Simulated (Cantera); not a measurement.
Charge: 1 mol B, 0.054 mol O2, 0.52 mol H2, equilibrated at 66.0 Torr.

Equilibrium computed with Cantera from the NASA thermochemical tables; the gas is ideal and each condensed phase is pure. Candidate condensed phases: B, B2O3, B3O3H3, H2O; 23 gas species. The tables' values for BH2 are old estimates; treat these amounts as uncertain. Kinetics and transport are ignored. All values below are at 1725 K.

Base state: H2 0.868, HBO 0.0824, B2O2 0.0344, B2O3 0.00935, HBO2 0.00285, B3O3H3 0.00112, BO 0.00108, H 0.000583 (mole fractions); condensed: B(s).

Problem. What changes in the equilibrium state with this change: O2 from 0.054 to 4.6 mol?

Solution. 
```csv
species,before,after
O2,<1e-9,0.811
HBO2,0.00285,0.112
H2O,5.51e-5,0.0610
H2,0.868,5.93e-6
B2O2,0.0344,<1e-9
HBO,0.0824,2.00e-8
B2O3,0.00935,0.0131
B3O3H3,0.00112,<1e-9
OH,2.04e-9,0.000863
O,<1e-9,0.000176
"B(s), mol",0.899,0
"B2O3(l), mol",0,0.189
```
